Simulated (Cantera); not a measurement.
## Carbothermic reduction: Fe3O4 + CO + H2

Feed: 1 mol Fe3O4, 13 mol CO, 15 mol H2, at 0.000390 bar.

Method: chemical equilibrium by Gibbs-energy minimisation in Cantera with the NASA 1993 tables (ideal gas, pure condensed phases). Candidate condensed phases: C, C6H6, C7H8, C8H18, Fe, Fe(CO)5, FeO, Fe(OH)2, Fe(OH)3, Fe2O3, Fe3O4, H2O; 114 gas species. Equilibrium is a limit: real reactors are often held back by kinetics, nucleation or transport.

```json
[
 {"T (K)": "1000", "log p H2": "-3.74", "log p CO": "-3.82", "log p H2O": "-4.59", "log p Fe": "-13.83", "log p CO2": "-4.52", "log p H": "-10.51", "n Fe(α)": "3.00", "n Fe(γ)": "0", "n Fe(δ)": "0"},
 {"T (K)": "1150", "log p H2": "-3.75", "log p CO": "-3.80", "log p H2O": "-4.50", "log p Fe": "-11.07", "log p CO2": "-4.62", "log p H": "-9.00", "n Fe(α)": "3.00", "n Fe(γ)": "0", "n Fe(δ)": "0"},
 {"T (K)": "1300", "log p H2": "-3.76", "log p CO": "-3.79", "log p H2O": "-4.44", "log p Fe": "-8.96", "log p CO2": "-4.71", "log p H": "-7.84", "n Fe(α)": "0", "n Fe(γ)": "3.00", "n Fe(δ)": "0"},
 {"T (K)": "1450", "log p H2": "-3.77", "log p CO": "-3.78", "log p H2O": "-4.40", "log p Fe": "-7.30", "log p CO2": "-4.79", "log p H": "-6.91", "n Fe(α)": "0", "n Fe(γ)": "3.00", "n Fe(δ)": "0"},
 {"T (K)": "1600", "log p H2": "-3.78", "log p CO": "-3.78", "log p H2O": "-4.38", "log p Fe": "-5.96", "log p CO2": "-4.86", "log p H": "-6.15", "n Fe(α)": "0", "n Fe(γ)": "2.92", "n Fe(δ)": "0"},
 {"T (K)": "1750", "log p H2": "-3.80", "log p CO": "-3.79", "log p H2O": "-4.38", "log p Fe": "-4.86", "log p CO2": "-4.93", "log p H": "-5.53", "n Fe(α)": "0", "n Fe(γ)": "0", "n Fe(δ)": "1.96"},
 {"T (K)": "1900", "log p H2": "-3.85", "log p CO": "-3.82", "log p H2O": "-4.41", "log p Fe": "-4.43", "log p CO2": "-5.00", "log p H": "-5.02", "n Fe(α)": "0", "n Fe(γ)": "0", "n Fe(δ)": "0"},
 {"T (K)": "2050", "log p H2": "-3.88", "log p CO": "-3.83", "log p H2O": "-4.42", "log p Fe": "-4.44", "log p CO2": "-5.04", "log p H": "-4.59", "n Fe(α)": "0", "n Fe(γ)": "0", "n Fe(δ)": "0"}
]
```
log p: log10 of the partial pressure in bar; n: condensed amount in mol.

From 1000 K to 1150 K the condensed part is Fe(α). From 1300 K to 1600 K the condensed part is Fe(γ). At 1750 K the condensed part is Fe(δ). From 1900 K to 2050 K nothing is condensed.
